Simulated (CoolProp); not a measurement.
Vapour-liquid equilibrium of R22 (1) + cyclohexane (2) at 293.7 K; x and y are mole fractions of (1).

The numbers come from the multi-fluid Helmholtz-energy mixture model, Kamei 1995 and Zhou 2014; pair parameters Bell 2016 in CoolProp.

```csv
x,"bubble pressure, mixture model (MPa)","bubble pressure, Raoult's law (MPa)","y, mixture model","y, Raoult's law"
0.05,0.1205,0.05629,0.912,0.821
0.15,0.2980,0.1476,0.965,0.939
0.25,0.4263,0.2390,0.976,0.967
0.35,0.5170,0.3303,0.981,0.979
0.45,0.5825,0.4217,0.984,0.986
0.55,0.6340,0.5130,0.986,0.991
0.65,0.6811,0.6044,0.988,0.994
0.75,0.7320,0.6957,0.990,0.996
0.85,0.7940,0.7871,0.993,0.998
0.95,0.8744,0.8784,0.997,0.999
```

The largest gap from Raoult's law is +114.1 % in bubble pressure, at x = 0.05. No azeotrope shows between x = 0.05 and 0.95.

Pair parameters are fitted to limited data, so mixtures are less certain than the pure fluids. The gap from Raoult's law changes sign with composition, which may be real or a fault of the pair parameters; it wasn't checked against measurements. With so large a gap from Raoult's law the liquid may split in two, which this calculation doesn't test in full.
